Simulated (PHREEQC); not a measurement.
# Copper plating or etch bath: an equilibrium model

Solution (75 °C): 0.016 mol Cu(NO3)2 and 8.4e-05 mol H2SO4 per kg of water. Closed to the air; pH follows from the charge balance.

Model: ion-association model, wateq4f.dat, run in PHREEQC.

Precipitation was switched off in this run.

Problem. Predict the pH.

Solution. pH 3.78.

Problem. In which forms is S present?

Solution. SO4-2 53 %, CuSO4 45 %, HSO4- 1.6 % of the S.

Constants without temperature data keep their 25 °C values here.
